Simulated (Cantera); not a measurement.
Feed: 1 mol Cu2O, a varied amount of C, 0.14 mol N2, held at 1.00 bar.

These are equilibrium values from Cantera (NASA tables, ideal gas, pure condensed phases), not measurements of a reactor. Candidate condensed phases: C, Cu, CuO, Cu2O; 27 gas species. Each liquid is taken as pure. Mutual solubility and eutectic melting of coexisting phases are not modelled. Rates play no part.

Stable condensed phases, one row left out:

```
T in K \ n(C) in mol
         0.33 0.43 0.55 0.72 0.93  1.2  1.5    2  2.6
   2623     A    A    A    A    A    B    B    B    B
   2523     A    A    A    A    A    B    B    B    B
   2323     C    C    A    A    A    B    B    B    B
   2223     C    C    A    A    A    B    B    B    B
   2123     C    C    A    A    A    B    B    B    B
   2023     C    C    A    A    A    B    B    B    B
   1923     C    C    A    A    A    B    B    B    B
   1823     C    C    A    A    A    B    B    B    B
   1723     C    C    A    A    A    B    B    B    B
   1623     C    C    A    A    A    B    B    B    B
   1523     C    C    A    A    A    B    B    B    B
   1423     C    C    A    A    A    B    B    B    B
   1323     C    C    A    A    A    B    B    B    B
```

A: Cu; B: C + Cu; C: Cu + Cu2O.

Problem. Give the row for 2423 K.

Solution. 0.33: Cu + Cu2O; 0.43: Cu; 0.55: Cu; 0.72: Cu; 0.93: Cu; 1.2: C + Cu; 1.5: C + Cu; 2: C + Cu; 2.6: C + Cu.
